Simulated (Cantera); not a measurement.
A Cantera script and what it prints.

```python
import numpy as np
import cantera as ct

gas_names = """
    C CN CO CO2 C2 CCN CNC C2N2 C2O C3 C3O2 C4 C4N2 C5 N NCO NO NO2 NO3 N2 N2O O O2 O3 Si SiC SiC2 SiN
    SiO SiO2 Si2 Si2C Si2N Si3
""".split()
cond_names = """
    C(gr) Si(cr) Si(L) SiC(b) SiO2(Lqz) SiO2(hqz) SiO2(L) Si2N2O(s) Si3N4(a)
""".split()


# ... load() reads the species with a 1 bar reference pressure and builds the phases ...
atoms = {
    'SiC': {'Si': 1, 'C': 1},
    'O2': {'O': 2},
    'N2': {'N': 2},
}
top_T = {'C(gr)': 4500, 'SiC(b)': 3050, 'Si2N2O(s)': 2100, 'Si3N4(a)': 2400}  # K; cautious upper limits of use, not melting points


# ... equilibrate(T, P, feed) seeds the gas with the atoms and calls Mixture.equilibrate('TP', solver="vcs", rtol=1e-11, max_steps=5000) ...
results = []
feed = {'SiC': 1, 'O2': 0.05, 'N2': 22}  # mol
P = 240  # Pa
for T in [1400, 1450, 1500, 1550, 1600, 1650, 1700, 1750, 1800, 1850, 1900, 1950, 2000, 2050]:
    mix = equilibrate(T, P, feed)
    results.append((T, P, feed, dict(zip(mix.species_names, mix.species_moles))))
    x = sorted(zip(gas.X, gas.species_names), reverse=True)
    print(f"T = {T:g} K  P = {P:g} Pa  gas = {mix.phase_moles(0):.4g} mol")
    print("   x: " + "  ".join(f"{s} {v:.3e}" for v, s in x if v > 1e-05))
    print("   condensed (mol): " + ("  ".join(f"{mix.phase(i).name} {mix.phase_moles(i):.4g}"
          for i in range(1, mix.n_phases) if mix.phase_moles(i) > 1e-12) or "none"))
```

It prints:

```
T = 1400 K  P = 240 Pa  gas = 22.03 mol
   x: N2 9.970e-01  CO 3.023e-03
   condensed (mol): SiC(b) 0.9334  Si2N2O(s) 0.03321
T = 1450 K  P = 240 Pa  gas = 22.03 mol
   x: N2 9.969e-01  CO 3.012e-03  SiO 4.161e-05
   condensed (mol): SiC(b) 0.9336  Si2N2O(s) 0.03272
T = 1500 K  P = 240 Pa  gas = 22.04 mol
   x: N2 9.969e-01  CO 2.966e-03  SiO 1.775e-04
   condensed (mol): SiC(b) 0.9346  Si2N2O(s) 0.03072
T = 1550 K  P = 240 Pa  gas = 22.05 mol
   x: N2 9.965e-01  CO 2.798e-03  SiO 6.777e-04
   condensed (mol): SiC(b) 0.9383  Si2N2O(s) 0.02336
T = 1600 K  P = 240 Pa  gas = 22.1 mol
   x: N2 9.955e-01  CO 2.267e-03  SiO 2.256e-03
   condensed (mol): SiC(b) 0.9499  Si2N2O(s) 3.543e-05
T = 1650 K  P = 240 Pa  gas = 22.1 mol
   x: N2 9.955e-01  CO 2.275e-03  SiO 2.250e-03  Si 2.342e-05
   condensed (mol): SiC(b) 0.9497
T = 1700 K  P = 240 Pa  gas = 22.1 mol
   x: N2 9.954e-01  CO 2.297e-03  SiO 2.228e-03  Si 6.456e-05
   condensed (mol): SiC(b) 0.9492
T = 1750 K  P = 240 Pa  gas = 22.1 mol
   x: N2 9.953e-01  CO 2.350e-03  SiO 2.174e-03  Si 1.655e-04
   condensed (mol): SiC(b) 0.948
T = 1800 K  P = 240 Pa  gas = 22.11 mol
   x: N2 9.951e-01  CO 2.468e-03  SiO 2.055e-03  Si 3.902e-04
   condensed (mol): SiC(b) 0.9453
T = 1850 K  P = 240 Pa  gas = 22.12 mol
   x: N2 9.946e-01  CO 2.699e-03  SiO 1.822e-03  Si 8.310e-04  SiN 1.557e-05  Si2C 1.143e-05
   condensed (mol): SiC(b) 0.94
T = 1900 K  P = 240 Pa  gas = 22.14 mol
   x: N2 9.939e-01  CO 3.080e-03  Si 1.561e-03  SiO 1.437e-03  Si2C 2.737e-05  SiN 2.552e-05  Si2N 1.097e-05
   condensed (mol): SiC(b) 0.9312
T = 1950 K  P = 240 Pa  gas = 22.16 mol
   x: N2 9.928e-01  CO 3.582e-03  Si 2.524e-03  SiO 9.314e-04  Si2C 5.568e-05  SiN 3.625e-05  Si2N 1.270e-05
   condensed (mol): SiC(b) 0.9193
T = 2000 K  P = 240 Pa  gas = 22.18 mol
   x: N2 9.919e-01  CO 4.056e-03  Si 3.444e-03  SiO 4.528e-04  Si2C 9.442e-05  SiN 4.375e-05  SiC2 1.189e-05  Si2N 1.091e-05
   condensed (mol): SiC(b) 0.9073
T = 2050 K  P = 240 Pa  gas = 22.19 mol
   x: N2 9.912e-01  CO 4.341e-03  Si 4.038e-03  SiO 1.650e-04  Si2C 1.359e-04  SiC2 5.752e-05  SiN 4.564e-05  CN 1.136e-05
   condensed (mol): SiC(b) 0.8978
```

Method: chemical equilibrium by Gibbs-energy minimisation in Cantera with the NASA 1993 tables (ideal gas, pure condensed phases). N2 is the only nitrogen source here; it is nearly inert below about 1500 K, so the nitride shown seldom forms there in practice. Mutual solubility and eutectic melting of coexisting phases are not modelled. The tables' values for SiN are old estimates; treat these amounts as uncertain.
